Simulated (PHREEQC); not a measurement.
Dissolve 0.11 mol K2CO3 per kg of water at 25 °C. Closed to the air; pH follows from the charge balance.

The numbers come from PHREEQC with the ion-association model, wateq4f.dat.

| quantity | before | after |
|---|---|---|
| pH | 11.37 | 11.02 |
| HCO3- (mol/kgw) | 0.00353 | 0.00124 |
| CO2 (mol/kgw) | 2.24e-8 | 2.27e-8 |

Problem. What was changed between the two runs?
A. temperature from 25 to 90 °C
B. K2CO3 from 0.11 to 0.011 mol/kgw
C. temperature from 25 to 70 °C

Solution. B, K2CO3 from 0.11 to 0.011 mol/kgw

This is a speciation only: nothing precipitates in the calculation.
